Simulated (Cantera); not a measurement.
An adiabatic, constant-volume homogeneous reactor starts with CH3OH : O2 : N2 = 1 : 1.76 : 6.64 (molar parts), at 1550 K and 4.93 atm. Integrator tolerance rtol = 1e-08.

Cantera simulation using GRI-Mech 3.0 (53 species, 325 reactions); the numbers are that mechanism's predictions, not measurements. GRI-Mech 3.0 was tuned for natural gas; its chemistry of methanol as a main component is partial and can be far from experiment.

### Question
What does this change do: initial temperature 1550 to 1350 K?

### Answer
```
quantity                                                            before                                    after
---------------------------------  ---------------------------------------  ---------------------------------------
time of steepest temperature rise                                  33.2 µs                                 0.279 ms
temperature at 5.00 s                                               2979 K                                   2910 K
equilibrium temperature                                             2979 K                                   2910 K
x(CH3OH) at 5.00 s                   <1e-12 (gas-phase equilibrium <1e-12)    <1e-12 (gas-phase equilibrium <1e-12)
x(O2) at 5.00 s                      0.0325 (gas-phase equilibrium 0.0325)    0.0308 (gas-phase equilibrium 0.0308)
x(C2H) at 5.00 s                     <1e-12 (gas-phase equilibrium <1e-12)    <1e-12 (gas-phase equilibrium <1e-12)
x(N2O) at 5.00 s                   2.73e-6 (gas-phase equilibrium 2.73e-6)  2.58e-6 (gas-phase equilibrium 2.58e-6)
x(C2H6) at 5.00 s                    <1e-12 (gas-phase equilibrium <1e-12)    <1e-12 (gas-phase equilibrium <1e-12)
x(H2O) at 5.00 s                       0.169 (gas-phase equilibrium 0.169)      0.175 (gas-phase equilibrium 0.175)
```

### Question
What does this change do: initial temperature 1550 to 1625 K?

### Answer
```json
[
 {"quantity": "time of steepest temperature rise", "before": "33.2 µs", "after": "17.8 µs"},
 {"quantity": "temperature at 5.00 s", "before": "2979 K", "after": "3004 K"},
 {"quantity": "equilibrium temperature", "before": "2979 K", "after": "3004 K"},
 {"quantity": "x(CH3OH) at 5.00 s", "before": "<1e-12 (gas-phase equilibrium <1e-12)", "after": "<1e-12 (gas-phase equilibrium <1e-12)"},
 {"quantity": "x(O2) at 5.00 s", "before": "0.0325 (gas-phase equilibrium 0.0325)", "after": "0.0331 (gas-phase equilibrium 0.0331)"},
 {"quantity": "x(C2H) at 5.00 s", "before": "<1e-12 (gas-phase equilibrium <1e-12)", "after": "<1e-12 (gas-phase equilibrium <1e-12)"},
 {"quantity": "x(N2O) at 5.00 s", "before": "2.73e-6 (gas-phase equilibrium 2.73e-6)", "after": "2.78e-6 (gas-phase equilibrium 2.78e-6)"},
 {"quantity": "x(C2H6) at 5.00 s", "before": "<1e-12 (gas-phase equilibrium <1e-12)", "after": "<1e-12 (gas-phase equilibrium <1e-12)"},
 {"quantity": "x(H2O) at 5.00 s", "before": "0.169 (gas-phase equilibrium 0.169)", "after": "0.166 (gas-phase equilibrium 0.166)"}
]
```
Above 3000 K some thermodynamic fits are extrapolated.

### Question
What does this change do: constant pressure in place of constant volume?

### Answer
```
quantity                                                            before                                    after
---------------------------------  ---------------------------------------  ---------------------------------------
time of steepest temperature rise                                  33.2 µs                                  37.4 µs
temperature at 5.00 s                                               2979 K                                   2789 K
equilibrium temperature                                             2979 K                                   2789 K
x(CH3OH) at 5.00 s                   <1e-12 (gas-phase equilibrium <1e-12)    <1e-12 (gas-phase equilibrium <1e-12)
x(O2) at 5.00 s                      0.0325 (gas-phase equilibrium 0.0325)    0.0314 (gas-phase equilibrium 0.0314)
x(C2H) at 5.00 s                     <1e-12 (gas-phase equilibrium <1e-12)    <1e-12 (gas-phase equilibrium <1e-12)
x(N2O) at 5.00 s                   2.73e-6 (gas-phase equilibrium 2.73e-6)  1.44e-6 (gas-phase equilibrium 1.44e-6)
x(C2H6) at 5.00 s                    <1e-12 (gas-phase equilibrium <1e-12)    <1e-12 (gas-phase equilibrium <1e-12)
x(H2O) at 5.00 s                       0.169 (gas-phase equilibrium 0.169)      0.177 (gas-phase equilibrium 0.177)
```
